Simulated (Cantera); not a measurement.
## Mg(OH)2 + H2O + O2 (calcination and drying)

A closed system holds: 1 mol Mg(OH)2, 1.1 mol H2O, 0.043 mol O2, at 625 K and 750 Torr.

Method: chemical equilibrium by Gibbs-energy minimisation in Cantera with the NASA 1993 tables (ideal gas, pure condensed phases). Candidate condensed phases: H2O, Mg, MgO, Mg(OH)2; 15 gas species. Kinetics and transport are ignored.

| Property | Result |
|---|---|
| x(H2O) | 0.980 |
| x(O2) | 0.0201 |
| n(MgO(s)) | 1.00 mol |
| gas amount | 2.143 mol |
| log10 activity of Mg(s) (absent) | -43.76 |
